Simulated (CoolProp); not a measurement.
Ethanol along the isotherm 620 K: fugacity coefficient from the reference equation and from simpler models built on Tc = 514.7 K, pc = 6268 kPa, ω = 0.644; each cubic takes its own stable root.

Computed with CoolProp (reference Helmholtz-energy equation of state, Schroeder 2014).

```csv
p (kPa),phase,reference
99.1,gas,0.9981
145,gas,0.9972
214,gas,0.9959
313,gas,0.9939
460,gas,0.9911
675,gas,0.9870
991,gas,0.9809
1450,gas,0.9721
2140,gas,0.9589
3130,gas,0.9402
4600,gas,0.9125
6750,supercritical,0.8722
9910,supercritical,0.8129
14500,supercritical,0.7277
21400,supercritical,0.6220
31300,supercritical,0.5370
```

Task: How far does each simpler model (Redlich-Kwong, Soave-Redlich-Kwong, Peng-Robinson) lie from the reference over these 16 states: mean and median of the absolute difference, and the worst?

Result: 
- Redlich-Kwong: mean 5.0 %, median 2.2 %, worst -15.5 % at 620 K and 21400 kPa
- Soave-Redlich-Kwong: mean 1.6 %, median 0.5 %, worst +11.8 % at 620 K and 31300 kPa
- Peng-Robinson: mean 2.1 %, median 1.4 %, worst -6.2 % at 620 K and 9910 kPa
